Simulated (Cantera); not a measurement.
Input (Python, Cantera) and output of one run.

```python
import numpy as np
import cantera as ct

gas_names = """
    Fe FeO Fe(OH)2 H HO2 H2 H2O H2O2 O OH O2 O3
""".split()
cond_names = """
    Fe(a) Fe(c) Fe(d) Fe(L) FeO(s) FeO(L) Fe(OH)2(s) Fe(OH)3(s) Fe2O3(s) Fe3O4(s) H2O(s) H2O(L)
""".split()


# ... load() reads the species with a 1 bar reference pressure and builds the phases ...
atoms = {
    'Fe3O4': {'Fe': 3, 'O': 4},
    'H2': {'H': 2},
}
top_T = {'Fe2O3(s)': 1830, 'Fe3O4(s)': 1870}  # K; cautious upper limits of use, not melting points


# ... equilibrate(T, P, feed) seeds the gas with the atoms and calls Mixture.equilibrate('TP', solver="vcs", rtol=1e-11, max_steps=5000) ...
results = []
T = 2173.15  # K
P = 1000  # Pa
for m in [16, 26, 42, 69, 110, 180, 300, 500, 810, 1300, 2200]:
    feed = {'Fe3O4': 1, 'H2': m}  # mol
    mix = equilibrate(T, P, feed)
    results.append((T, P, feed, dict(zip(mix.species_names, mix.species_moles))))

top = {s: max(r[3][s] / sum(r[3][g] for g in gas_names) for r in results) for s in gas_names}
cols = sorted((s for s in top if top[s] > 0.001), key=lambda s: -top[s])[:9]
seen = [c for c in cond_names if any(r[3].get(c, 0) > 1e-12 for r in results)]
print("log10 of partial pressures in bar; condensed amounts in mol")
print(f"{'n(H2)':>10s}" + "".join(f"{s[:9]:>10s}" for s in cols + seen))
for T, P, feed, n in results:
    ng = sum(n[g] for g in gas_names)
    print(f"{feed['H2']:10.4g}" + "".join(f"{np.log10(max(n[s] / ng * P / 1e5, 1e-99)):10.3f}" for s in cols)
          + "".join(f"{n.get(c, 0):10.4g}" for c in seen))
```

Result:

```
log10 of partial pressures in bar; condensed amounts in mol
     n(H2)        H2       H2O        Fe         H        OH       FeO
        16    -2.220    -2.693    -2.815    -3.426    -4.772    -4.822
        26    -2.141    -2.875    -2.997    -3.386    -4.994    -5.266
        42    -2.094    -3.065    -3.187    -3.363    -5.207    -5.692
        69    -2.065    -3.269    -3.391    -3.349    -5.425    -6.129
       110    -2.049    -3.465    -3.587    -3.340    -5.629    -6.537
       180    -2.038    -3.674    -3.796    -3.335    -5.844    -6.966
       300    -2.031    -3.893    -4.015    -3.332    -6.066    -7.411
       500    -2.027    -4.113    -4.235    -3.330    -6.289    -7.855
       810    -2.025    -4.321    -4.443    -3.328    -6.498    -8.275
      1300    -2.023    -4.526    -4.648    -3.328    -6.704    -8.686
      2200    -2.022    -4.754    -4.876    -3.327    -6.932    -9.143
```

Method: chemical equilibrium by Gibbs-energy minimisation in Cantera with the NASA 1993 tables (ideal gas, pure condensed phases).
